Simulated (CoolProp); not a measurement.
Vapour-liquid equilibrium of n-hexane (1) + dimethyl carbonate (2) at 428.7 K; x and y are mole fractions of (1).

Model: multi-fluid Helmholtz-energy mixture model, Thol 2019 and Zhou 2011; pair parameters Bell 2016, in CoolProp.

```tsv
x	bubble pressure, mixture model (kPa)	bubble pressure, Raoult's law (kPa)	y, mixture model	y, Raoult's law
0.05	645.3	578.9	0.151	0.072
0.15	756.9	606.2	0.323	0.207
0.25	826.6	633.5	0.421	0.331
0.35	871.7	660.8	0.490	0.444
0.45	901.6	688.1	0.547	0.548
0.55	920.5	715.5	0.602	0.644
0.65	929.2	742.8	0.660	0.734
0.75	926.3	770.1	0.728	0.816
0.85	908.0	797.4	0.813	0.894
0.95	868.5	824.7	0.927	0.966
```

The largest gap from Raoult's law is +31.9 % in bubble pressure, at x = 0.35. y crosses x between x = 0.65 and 0.75: the model has an azeotrope there.

The pair parameters rest on a limited set of measurements; away from them the model extrapolates.
